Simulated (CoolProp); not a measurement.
Isohexane along the isotherm 550 K: fugacity coefficient from the reference equation and from simpler models built on Tc = 497.7 K, pc = 3043 kPa, ω = 0.280; each cubic takes its own stable root.

Computed with CoolProp (reference Helmholtz-energy equation of state, Lemmon 2006). It is a short technical equation, of lower accuracy than the large ones.

| p (kPa) | phase | reference |
|---|---|---|
| 24.1 | gas | 0.9981 |
| 42.8 | gas | 0.9966 |
| 76.1 | gas | 0.9939 |
| 135 | gas | 0.9892 |
| 241 | gas | 0.9807 |
| 428 | gas | 0.9659 |
| 761 | gas | 0.9397 |
| 1350 | gas | 0.8939 |
| 2410 | gas | 0.8133 |
| 4280 | supercritical | 0.6769 |
| 7610 | supercritical | 0.4928 |

Problem. How far does each simpler model (van der Waals, Redlich-Kwong, Soave-Redlich-Kwong, Peng-Robinson) lie from the reference over these 11 states: mean and median of the absolute difference, and the worst?

Solution. 
- van der Waals: mean 0.3 %, median 0.2 %, worst +0.6 % at 550 K and 2410 kPa
- Redlich-Kwong: mean 0.4 %, median 0.1 %, worst -1.4 % at 550 K and 4280 kPa
- Soave-Redlich-Kwong: mean 0.8 %, median 0.1 %, worst +5.7 % at 550 K and 7610 kPa
- Peng-Robinson: mean 0.7 %, median 0.4 %, worst -2.3 % at 550 K and 4280 kPa
